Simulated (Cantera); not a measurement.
Input: 1 mol SiH₂Cl₂, 1.7 mol N₂O, 1.1 mol H₂, at 0.233 Torr.

Cantera equilibrium calculation (NASA polynomials, part measured and part estimated; ideal gas, pure solids and liquids). Candidate condensed phases: H₂O, NH₄Cl, Si, SiO₂, Si₂N₂O, Si₃N₄; 47 gas species. Mutual solubility and eutectic melting of coexisting phases are not modelled. The tables hold silica as quartz up to 1696 K and as liquid above; real silica turns to tridymite and cristobalite and melts near 1996 K. Rates play no part.

### Question
Which condensed phases are stable at each of these points (T (K)): 723, 873, 1023, 1173, 1323, 1473, 1623, 1773?

### Answer
| T (K) | condensed phases | Si condensed (%) |
|---|---|---|
| 723 | SiO₂(α-quartz) + Si₂N₂O(s) | 100.0 |
| 873 | SiO₂(β-quartz) + Si₂N₂O(s) | 100.0 |
| 1023 | SiO₂(β-quartz) + Si₂N₂O(s) | 100.0 |
| 1173 | SiO₂(β-quartz) + Si₂N₂O(s) | 100.0 |
| 1323 | SiO₂(β-quartz) + Si₂N₂O(s) | 99.4 |
| 1473 | SiO₂(β-quartz) | 72.6 |
| 1623 | SiO₂(β-quartz) | 69.8 |
| 1773 | SiO₂(condensed) | 63.8 |

At 723 K the condensed part is SiO₂(α-quartz) + Si₂N₂O(s). From 873 K to 1323 K the condensed part is SiO₂(β-quartz) + Si₂N₂O(s). From 1473 K to 1623 K the condensed part is SiO₂(β-quartz). At 1773 K the condensed part is SiO₂(condensed).
